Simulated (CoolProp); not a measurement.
Cyclohexane at 298.15 K and 0.00908 MPa is compressed adiabatically to 0.0481 MPa with isentropic efficiency 0.75. Each further row changes one setting.

Computed with CoolProp (reference Helmholtz-energy equation of state, Zhou 2014).

```tsv
case	work (kJ/kg)	final temperature (K)	final density (kg/m³)
as stated	___	___	___
efficiency 1	51.7	___	___
efficiency 0.65	___	___	___
```

Task: What belongs in the gaps?

Result: 
- as stated, work (kJ/kg): 69.0
- as stated, final temperature (K): 348.7
- as stated, final density (kg/m³): 1.42
- efficiency 1, final temperature (K): 337.3
- efficiency 1, final density (kg/m³): 1.47
- efficiency 0.65, work (kJ/kg): 79.6
- efficiency 0.65, final temperature (K): 355.5
- efficiency 0.65, final density (kg/m³): 1.39
